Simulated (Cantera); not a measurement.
A closed system holds: 1 mol C6H6, 1.7 mol O2, 14 mol H2, held at 1330 Pa.

Cantera equilibrium calculation (NASA polynomials, part measured and part estimated; ideal gas, pure solids and liquids). Candidate condensed phases: C, C6H6, C7H8, C8H18, H2O; 110 gas species. Kinetics and transport are ignored.

Over these rows the condensed part is C(graphite). Partial pressures as log10 of bar:

```json
[
 {"T (K)": "848", "1000/T (1/K)": "1.1792", "log p H2O": "-3.80", "log p H2": "-1.96", "log p CO": "-2.71"},
 {"T (K)": "948", "1000/T (1/K)": "1.0549", "log p H2O": "-4.63", "log p H2": "-1.96", "log p CO": "-2.66"},
 {"T (K)": "1048", "1000/T (1/K)": "0.9542", "log p H2O": "?", "log p H2": "-1.95", "log p CO": "-2.65"},
 {"T (K)": "1148", "1000/T (1/K)": "0.8711", "log p H2O": "-5.93", "log p H2": "-1.95", "log p CO": "-2.65"},
 {"T (K)": "1248", "1000/T (1/K)": "0.8013", "log p H2O": "-6.42", "log p H2": "-1.95", "log p CO": "-2.65"},
 {"T (K)": "1348", "1000/T (1/K)": "0.7418", "log p H2O": "-6.84", "log p H2": "-1.95", "log p CO": "-2.65"}
]
```

Fit log p(H2O) = a + b·(1000/T) to the five rows, give the apparent enthalpy, and predict the row at 1048 K.

Means: 1000/T = 0.9297, log p = -5.524. Sxy = 0.928181, Sxx = 0.1331522, so b = 6.97 and a = -5.524 − (6.97)×0.9297 = -12.00.
Apparent enthalpy: −19.145 × (6.97) = -133 kJ/mol. With the condensed phases at unit activity, H2(g) + CO(g) = H2O(g) + C(graphite) links this pressure to the main gases: over the six rows their terms move log p by +0.07 in all, so the slope is close to that reaction's ΔH°. The five rows lie within 0.02 of the line.
Prediction at 1048 K: -12.00 + (6.97)×0.9542 = -5.35. The computed value is -5.34, 0.01 from the line.
